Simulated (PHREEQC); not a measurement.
Make-up at 80 °C: 0.021 mol/kgw MnSO4, 0.016 mol/kgw ZnCl2 and 0.00029 mol/kgw NaCl. Closed to the air; pH follows from the charge balance.

All values are PHREEQC results (ion-association model, phreeqc.dat), not measurements.

Precipitation was switched off in this run.

Question: Order these Cl species by the share of Cl that they hold, largest first: MnCl+, ZnCl2, Cl-, ZnCl+.

Answer: Cl- (91 %), ZnCl+ (6.7 %), MnCl+ (1.8 %), ZnCl2 (0.28 %)

Question: Order these S species by the share of S that they hold, largest first: MnSO4, ZnSO4, Zn(SO4)2-2, SO4-2.

Answer: SO4-2 (45 %), MnSO4 (35 %), ZnSO4 (19 %), Zn(SO4)2-2 (2.1 %)

The pH is 5.11 and the ionic strength 0.0810 mol/kgw. Species that the database lacks are ignored. Away from 25 °C the constants follow the database's enthalpies or fits; those with neither stay at their 25 °C values.
